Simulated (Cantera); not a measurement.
## CF4 + HCl + H2 (fluorocarbon and chlorocarbon gases)

Input: 1 mol CF4, 0.32 mol HCl, 0.072 mol H2, at 1.20 mbar.

Method: chemical equilibrium by Gibbs-energy minimisation in Cantera with the NASA 1993 tables (ideal gas, pure condensed phases). Candidate condensed phases: C, C6H6, C7H8, C8H18; 118 gas species. Gases not in the tables: C2F6 and larger saturated fluorocarbons. The numbers say what is thermodynamically allowed, not how fast it happens.

```
T (K)    x F     x CF2    x HF       x C    x Cl       x H    x CF      x C3      x C2  n C(graphite)
-----  -----  --------  ------  --------  ------  --------  ------  --------  --------  -------------
2348   0.614     0.159   0.125   1.50e-5  0.0864   3.55e-5  0.0122   3.32e-5   2.98e-6          0.354
2423   0.673     0.108   0.119   4.65e-5  0.0821   7.88e-5  0.0172  0.000120   1.09e-5          0.509
2498   0.712    0.0701   0.115  0.000135  0.0792  0.000173  0.0231  0.000402   3.70e-5          0.617
2573   0.734    0.0448   0.112  0.000368  0.0772  0.000376  0.0298   0.00125  0.000117          0.672
2648   0.744    0.0283   0.109  0.000946  0.0757  0.000794  0.0373   0.00363  0.000344          0.669
2723   0.742    0.0178   0.106   0.00231  0.0742   0.00163  0.0453   0.00992  0.000954          0.580
2798   0.725    0.0111   0.101   0.00537  0.0721   0.00321  0.0534    0.0257   0.00251          0.320
2873   0.708   0.00620  0.0948    0.0106  0.0695   0.00600  0.0552    0.0443   0.00494              0
2948   0.713   0.00318  0.0888    0.0170  0.0685    0.0105  0.0491    0.0433   0.00656              0
3023   0.715   0.00165  0.0802    0.0260  0.0673    0.0173  0.0431    0.0405   0.00834              0
3098   0.716  0.000860  0.0690    0.0385  0.0658    0.0264  0.0372    0.0361    0.0101              0
3173   0.714  0.000451  0.0559    0.0546  0.0642    0.0370  0.0316    0.0301    0.0116              0
3248   0.711  0.000235  0.0426    0.0739  0.0624    0.0478  0.0262    0.0231    0.0124              0
3323   0.707  0.000121  0.0307    0.0952  0.0606    0.0571  0.0210    0.0161    0.0124              0
```
x: gas mole fraction; n: condensed amount in mol.

From 2348 K to 2798 K the condensed part is C(graphite). From 2873 K to 3323 K nothing is condensed. The main C-bearing gas is CF2 at 2348 K and C at 3323 K.
